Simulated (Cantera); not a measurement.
A freely propagating, adiabatic, planar premixed flame of H2 : O2 : N2 : H2O = 1 : 0.227 : 1.07 : 0.07 (molar parts), unburnt at 398 K and 218 Torr; mixture-averaged transport, grid criteria slope 0.08 and curve 0.16, no radiation.

Cantera simulation using the H2/O2 subset of GRI-Mech 3.0, which has no nitrogen chemistry; the numbers are that mechanism's predictions, not measurements. Burning velocities carry a grid error of a few per cent, more on coarse grids.

Task: What does this change do: inlet temperature 398 to 450 K?

Result: 
| quantity | before | after |
|---|---|---|
| laminar burning velocity | 317 cm/s | 388 cm/s |
| thermal thickness | 1.93 mm | 2.05 mm |
| peak x(O) | 0.00223 | 0.00245 |
| peak x(H) | 0.0727 | 0.0777 |
| peak x(H2O2) | 2.36e-5 | 1.27e-5 |
